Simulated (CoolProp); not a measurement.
A single-stage vapour-compression cycle with the fluid: evaporating at 301.15 K (dew point), condensing at 345.15 K (bubble point), superheat 2 K, subcooling 2 K, compressor efficiency 0.75, no pressure losses. The same conditions are run with several fluids, on thermodynamics alone (safety and materials aside).

Model: reference Helmholtz-energy equation of state of each fluid (propane: Lemmon 2009; isohexane: Lemmon 2006; vinyl chloride: Thol 2022; cis-2-butene: Lemmon 2005; propylene: Lemmon 2013; R236FA: Pan 2012), in CoolProp.

| fluid | cooling COP | pressure ratio | discharge temperature (K) | refrigerating effect (kJ/kg) | volumetric capacity (kJ/m³) |
|---|---|---|---|---|---|
| propane | 3.52 | 2.62 | 356.6 | 206 | 4540 |
| isohexane | 4.26 | 4.55 | 345.1 | 250 | 278 |
| vinyl chloride | 4.36 | 3.03 | 376.2 | 254 | 2950 |
| cis-2-butene | 4.29 | 3.30 | 355.9 | 293 | 1650 |
| propylene | 3.44 | 2.57 | 361.7 | 206 | 5350 |
| R236FA | 3.79 | 3.44 | 345.1 | 90.6 | 1820 |

The compression ends wet for: isohexane; R236FA.
